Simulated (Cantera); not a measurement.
## Gas-phase reforming

An isothermal, constant-pressure homogeneous reactor starts with 17.5 % CH₄, 82.5 % CO₂, at 1348 K and 11.8 atm.

Cantera simulation using GRI-Mech 3.0 (53 species, 325 reactions); the numbers are that mechanism's predictions, not measurements. The pressure lies above the range GRI-Mech 3.0 was tuned for (to about 10 atm).

```tsv
t (s)	x CH₄	x CO₂	x CH₂O	x CO	x H₂O	x CH₃
0.000700	0.175	0.825	9.17e-9	3.03e-7	2.94e-7	3.85e-6
0.00206	0.175	0.825	3.19e-8	9.40e-7	9.01e-7	4.05e-6
0.00606	0.175	0.825	9.36e-8	3.09e-6	2.94e-6	4.57e-6
0.0178	0.175	0.825	2.17e-7	1.24e-5	1.17e-5	5.64e-6
0.0524	0.174	0.824	3.24e-7	7.40e-5	6.98e-5	6.96e-6
0.154	0.171	0.822	3.42e-7	0.000589	0.000571	7.14e-6
0.454	0.163	0.813	3.38e-7	0.00441	0.00435	6.48e-6
1.34	0.143	0.781	4.99e-7	0.0240	0.0237	5.78e-6
3.93	0.0985	0.696	1.56e-6	0.0805	0.0778	4.89e-6
11.6	0.0474	0.583	2.36e-6	0.166	0.135	3.76e-6
34.0	0.0482	0.517	8.53e-7	0.241	0.136	3.50e-6
100	0.0443	0.454	3.58e-7	0.307	0.139	2.65e-6
```
x: mole fraction; the columns are a selection and need not sum to one.

Equilibrium at this temperature and pressure: CH₄ 1.39e-5, CO₂ 0.324, CH₂O 2.37e-7, CO 0.416, H₂O 0.157, CH₃ 5.77e-10 (gas phase only).
